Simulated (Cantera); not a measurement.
Charge: 1 mol SiCl₄, 20 mol N₂, equilibrated at 825 °C and 9.00 Torr.

These are equilibrium values from Cantera (NASA tables, ideal gas, pure condensed phases), not measurements of a reactor. Candidate condensed phases: Si, Si₃N₄; 13 gas species. The numbers say what is thermodynamically allowed, not how fast it happens.

Base state: N₂ 0.952, SiCl₄ 0.0476 (mole fractions); condensed: gas only.

Q: What changes in the equilibrium state with this change: SiCl₄ replaced by Si₂Cl₆?

A: 
| species | before | after |
|---|---|---|
| N₂ | 0.952 | 0.929 |
| SiCl₄ | 0.0476 | 0.0705 |
| SiCl₃ | 8.71e-6 | 0.000472 |
| SiCl₂ | 2.24e-8 | 4.44e-5 |
| Si₃N₄(s), mol | 0 | 0.166 |
The feed counts by its element totals alone. N₂ is the only nitrogen source here; it is nearly inert below about 1500 K, so the nitride shown seldom forms there in practice. The tables' values for SiCl₃ are old estimates; treat these amounts as uncertain.
